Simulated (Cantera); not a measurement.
A closed system holds: 1 mol Si2Cl6, 0.15 mol Cl2, 20 mol H2, held at 777 °C and 82000 Pa.

These are equilibrium values from Cantera (NASA tables, ideal gas, pure condensed phases), not measurements of a reactor. Candidate condensed phases: Si; 19 gas species. The feed counts by its element totals alone. The tables' values for SiCl3 are old estimates; treat these amounts as uncertain. The numbers say what is thermodynamically allowed, not how fast it happens.

Base state: H2 0.907, SiCl4 0.0458, SiHCl3 0.0289, HCl 0.0149, SiH2Cl2 0.00208, SiCl3 0.00108, SiCl2 0.000458, SiH3Cl 3.90e-5 (mole fractions); condensed: Si(s).

Question: What changes in the equilibrium state with this change: H2 from 20 to 100 mol?

Answer: 
| species | before | after |
|---|---|---|
| H2 | 0.907 | 0.975 |
| HCl | 0.0149 | 0.00963 |
| SiHCl3 | 0.0289 | 0.00727 |
| SiCl4 | 0.0458 | 0.00692 |
| SiCl3 | 0.00108 | 0.000261 |
| SiCl2 | 0.000458 | 0.000178 |
| SiH2Cl2 | 0.00208 | 0.000870 |
| Si(s), mol | 0.316 | 0.423 |
